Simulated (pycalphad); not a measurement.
An equivalent pycalphad script:

```python
from pycalphad import Database, equilibrium, calculate, variables as v
import numpy as np
db = Database('COST507.tdb')
comps = ['TI', 'C', 'VA']
phases = ['BCC_A2', 'FCC_A1', 'GRAPHITE', 'HCP_A3', 'LIQUID']
eq = equilibrium(db, comps, phases, {v.X('C'): 0.0532, v.T: np.arange(2850, 499, -100), v.P: 101325, v.N: 1}, output=['HM', 'SM'])
```

Source of the numbers: pycalphad with the COST 507 light-alloy database (1999); pressure 1 atm. These are 1990s assessments: newer ones move some temperatures and phases. Phase fractions are per mole of atoms. Diffusion is slow at the low end, where real alloys seldom reach equilibrium.

Results at three of the temperatures:

```
T = 1750.00 K, P = 101325 Pa, N = 1 mol of atoms
G = -111542 J/mol, H = 36962 J/mol, S = 84.86 J/(mol K)  (SER reference)
chemical potentials (J/mol): Ti -103726, C -250632
phase             fraction      x(Ti)       x(C)
BCC_A2              0.8899     0.9801     0.0199
FCC_A1              0.1101     0.6777     0.3223
```

```
T = 1450.00 K, P = 101325 Pa, N = 1 mol of atoms
G = -87065 J/mol, H = 26366 J/mol, S = 78.23 J/(mol K)  (SER reference)
chemical potentials (J/mol): Ti -78297, C -243121
phase             fraction      x(Ti)       x(C)
BCC_A2              0.8679     0.9898     0.0102
FCC_A1              0.1321     0.6643     0.3357
```

```
T = 650.00 K, P = 101325 Pa, N = 1 mol of atoms
G = -35010 J/mol, H = -2612 J/mol, S = 49.84 J/(mol K)  (SER reference)
chemical potentials (J/mol): Ti -24104, C -229091
phase             fraction      x(Ti)       x(C)
HCP_A3              0.8559     0.9992   0.000764
FCC_A1              0.1441     0.6354     0.3646
```

Changes of the phase set, refined by bisection:

```
T (°C)     phases above     phases below
------  ---------------  ---------------
1848.9           LIQUID  FCC_A1 + LIQUID
1652.0  FCC_A1 + LIQUID  BCC_A2 + FCC_A1
916.7   BCC_A2 + FCC_A1  FCC_A1 + HCP_A3
```

FCC_A1 is fcc; BCC_A2 is bcc; HCP_A3 is hcp. The fcc model also describes the rock-salt carbide or nitride (TiC, TiN, HfC).
